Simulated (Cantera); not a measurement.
Feed: 1 mol TEOS, 0.44 mol CO₂, 0.11 mol H₂, held at 75.0 Torr.

Method: chemical equilibrium by Gibbs-energy minimisation in Cantera with the NASA 1993 tables (ideal gas, pure condensed phases). Candidate condensed phases: C, C₆H₆, C₇H₈, C₈H₁₈, H₂O, Si, SiC, SiO₂; 123 gas species. The feed counts by its element totals alone. Mutual solubility and eutectic melting of coexisting phases are not modelled. The tables hold silica as quartz up to 1696 K and as liquid above; real silica turns to tridymite and cristobalite and melts near 1996 K. Equilibrium is a limit: real reactors are often held back by kinetics, nucleation or transport.

**Question.** Which condensed phases are stable at each of these points (T (K)): 998, 1073, 1148, 1223, 1298, 1373, 1448, 1523, 1598, 1673, 1748, 1823, 1898, 1973?

**Answer.** 
| T (K) | condensed phases | Si condensed (%) |
|---|---|---|
| 998 | C(graphite) + SiO₂(β-quartz) | 100.0 |
| 1073 | C(graphite) + SiO₂(β-quartz) | 100.0 |
| 1148 | C(graphite) + SiO₂(β-quartz) | 100.0 |
| 1223 | C(graphite) + SiO₂(β-quartz) | 100.0 |
| 1298 | C(graphite) + SiO₂(β-quartz) | 100.0 |
| 1373 | C(graphite) + SiO₂(β-quartz) | 100.0 |
| 1448 | C(graphite) + SiO₂(β-quartz) | 99.9 |
| 1523 | C(graphite) + SiC(s) + SiO₂(β-quartz) | 99.0 |
| 1598 | C(graphite) + SiC(s) | 98.6 |
| 1673 | C(graphite) + SiC(s) | 98.2 |
| 1748 | C(graphite) + SiC(s) | 97.7 |
| 1823 | C(graphite) + SiC(s) | 97.1 |
| 1898 | C(graphite) + SiC(s) | 96.5 |
| 1973 | C(graphite) + SiC(s) | 95.7 |

From 998 K to 1448 K the condensed part is C(graphite) + SiO₂(β-quartz). At 1523 K the condensed part is C(graphite) + SiC(s) + SiO₂(β-quartz). From 1598 K to 1973 K the condensed part is C(graphite) + SiC(s).
